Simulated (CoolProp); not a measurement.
A Linde-Hampson liquefier for normal hydrogen: isothermal reversible compression at 250 K from 1 atm to 25 MPa, throttling to 1 atm, return gas leaving the recuperator 5 K below the feed. Each further row changes one setting.

Values from CoolProp's reference Helmholtz-energy equation of state, Leachman 2009.

```json
[
 {"case": "as stated", "compression work (kJ/kg of gas)": "5850"},
 {"case": "high pressure 50 MPa", "compression work (kJ/kg of gas)": "6760"},
 {"case": "warm-end temperature 280 K", "compression work (kJ/kg of gas)": "6540"},
 {"case": "warm-end gap 10 K", "compression work (kJ/kg of gas)": "5850"}
]
```
